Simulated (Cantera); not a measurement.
Mixture: H2 : O2 : N2 = 1 : 0.263 : 0.989 (molar parts), equivalence ratio 1.9, at 2400000 Pa, adiabatic and at constant volume. Ignition delay is the time to a rise of 400 K.

Detailed kinetics in Cantera: the H2/O2 subset of GRI-Mech 3.0, which has no nitrogen chemistry. The hydrogen kinetics of GRI-Mech 3.0 are dated; newer H2 mechanisms differ, most at raised pressure. The pressure lies above the range GRI-Mech 3.0 was tuned for (to about 10 atm). Below about 950 K walls govern HO2 and H2O2 in real vessels.

```json
[
 {"quantity": "delay at 923 K", "before": "23.7 ms", "after": "23.4 ms"},
 {"quantity": "delay at 1123 K", "before": "0.342 ms", "after": "0.372 ms"},
 {"quantity": "delay at 1323 K", "before": "9.62 µs", "after": "13.0 µs"},
 {"quantity": "delay at 1523 K", "before": "0.729 µs", "after": "1.90 µs"},
 {"quantity": "apparent activation energy between 1423 and 1623 K", "before": "130 kJ/mol", "after": "100 kJ/mol"}
]
```

Q: What was changed between the two runs?
A) pressure from 2400000 Pa to 1500000 Pa
B) N2 0.989 to 2.4 parts
C) constant pressure in place of constant volume
D) O2 0.263 to 0.079 parts

A: D, O2 0.263 to 0.079 parts
